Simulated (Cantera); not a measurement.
A freely propagating, adiabatic, planar premixed flame of 19.9 % H₂, 16.8 % O₂, 63.3 % N₂, equivalence ratio 0.59, unburnt at 650 K and 0.158 atm; mixture-averaged transport, grid criteria slope 0.08 and curve 0.16, no radiation.

Cantera simulation using the H2/O2 subset of GRI-Mech 3.0, which has no nitrogen chemistry; the numbers are that mechanism's predictions, not measurements. Burning velocities carry a grid error of a few per cent, more on coarse grids. Lean hydrogen flames are cellular in practice and burn faster than this planar one.

**Question.** Predict: laminar burning velocity; thermal thickness; peak x(OH); peak x(H₂O₂); peak x(O).

**Answer.** 
| Item | Result |
|---|---|
| laminar burning velocity | 535 cm/s |
| thermal thickness | 5.28 mm |
| peak x(OH) | 0.0130 |
| peak x(H₂O₂) | 1.43e-6 |
| peak x(O) | 0.0174 |
